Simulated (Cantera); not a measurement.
A closed system holds: 1 mol SiCl4, 8.6 mol H2, held at 1400 °C and 0.520 bar.

Method: chemical equilibrium by Gibbs-energy minimisation in Cantera with the NASA 1993 tables (ideal gas, pure condensed phases). Candidate condensed phases: Si; 19 gas species. The tables' values for SiCl3, SiCl are old estimates; treat these amounts as uncertain. The numbers say what is thermodynamically allowed, not how fast it happens.

Base state: H2 0.733, HCl 0.172, SiCl2 0.0792, SiCl3 0.0106, SiCl4 0.00295, SiHCl3 0.00225, SiH2Cl2 0.000297, H 0.000135 (mole fractions); condensed: gas only.

**Question.** What changes in the equilibrium state with this change: pressure from 0.520 bar to 9.90 bar?

**Answer.** 
```csv
species,before,after
H2,0.733,0.772
HCl,0.172,0.129
SiCl2,0.0792,0.0431
SiHCl3,0.00225,0.0175
SiCl4,0.00295,0.0163
SiCl3,0.0106,0.0184
SiH3Cl,1.18e-5,0.000181
SiH2Cl2,0.000297,0.00324
Cl,2.48e-5,4.16e-6
SiCl,1.24e-5,2.11e-6
H,0.000135,3.19e-5
```
The tables' values for SiCl3 are old estimates; treat these amounts as uncertain.
